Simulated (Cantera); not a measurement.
# Reactions in the system H-O-Ti

Standard-state values (1 bar) from the NASA 1993 polynomials, evaluated with Cantera. Values are per mole of reaction as written; species without (g) are pure solids or liquids, kept so even where they would boil at 1 bar.

7 H(g) + Ti4O7 → 4 Ti + 7 OH(g)

```csv
T (K),ΔH° (kJ),ΔS° (J/K),ΔG° (kJ),log10 K,condensed phases
1823,2033.5,264.3,1551.7,-44.46,"Ti4O7(s), Ti(β)"
1923,2027.1,260.9,1525.5,-41.44,"Ti4O7(s), Ti(β)"
2023,1852.0,171.2,1505.7,-38.88,"Ti4O7(l), Ti(l)"
2123,1843.8,167.2,1488.7,-36.63,"Ti4O7(l), Ti(l)"
2223,1835.8,163.6,1472.2,-34.59,"Ti4O7(l), Ti(l)"
2323,1828.0,160.1,1456.0,-32.74,"Ti4O7(l), Ti(l)"
2423,1820.3,156.9,1440.2,-31.05,"Ti4O7(l), Ti(l)"
2523,1812.8,153.9,1424.6,-29.49,"Ti4O7(l), Ti(l)"
2623,1805.5,151.0,1409.4,-28.07,"Ti4O7(l), Ti(l)"
2723,1798.3,148.3,1394.4,-26.75,"Ti4O7(l), Ti(l)"
```
